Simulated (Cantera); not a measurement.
Feed: 1 mol Si, 12 mol HCl, a varied amount of H2, held at 650 K and 1.20 Pa.

Cantera equilibrium calculation (NASA polynomials, part measured and part estimated; ideal gas, pure solids and liquids). Candidate condensed phases: Si; 19 gas species. Rates play no part.

At 2.6 mol H2, list the 3 most abundant gas species with their mole fractions, and the condensed phases.

HCl 0.588, H2 0.338, SiCl4 0.0735. Condensed: gas only.
